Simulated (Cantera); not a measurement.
A closed system holds: 1 mol Si, 1.2 mol HCl, 19 mol H2, equilibrated at 825 °C and 13300 Pa.

Cantera equilibrium calculation (NASA polynomials, part measured and part estimated; ideal gas, pure solids and liquids). Candidate condensed phases: Si; 19 gas species. The tables' values for SiCl3 are old estimates; treat these amounts as uncertain. The numbers say what is thermodynamically allowed, not how fast it happens.

Base state: H2 0.968, HCl 0.0206, SiCl4 0.00581, SiHCl3 0.00398, SiCl2 0.000888, SiCl3 0.000606, SiH2Cl2 0.000326 (mole fractions); condensed: Si(s).

Problem. What changes in the equilibrium state with this change: HCl from 1.2 to 0.62 mol?

Solution. 
| species | before | after |
|---|---|---|
| H2 | 0.968 | 0.979 |
| HCl | 0.0206 | 0.0159 |
| SiCl4 | 0.00581 | 0.00203 |
| SiCl3 | 0.000606 | 0.000275 |
| SiHCl3 | 0.00398 | 0.00182 |
| SiCl2 | 0.000888 | 0.000524 |
| Si(s), mol | 0.768 | 0.905 |

Problem. What changes in the equilibrium state with this change: pressure from 13300 Pa to 320000 Pa?

Solution. 
```
species       before     after
----------  --------  --------
H2             0.968     0.975
HCl           0.0206   0.00917
SiHCl3       0.00398   0.00839
SiH3Cl       7.07e-6   7.61e-5
SiCl2       0.000888  0.000175
SiH2Cl2     0.000326   0.00155
SiCl3       0.000606  0.000260
SiCl4        0.00581   0.00542
Si(s), mol     0.768     0.684
```
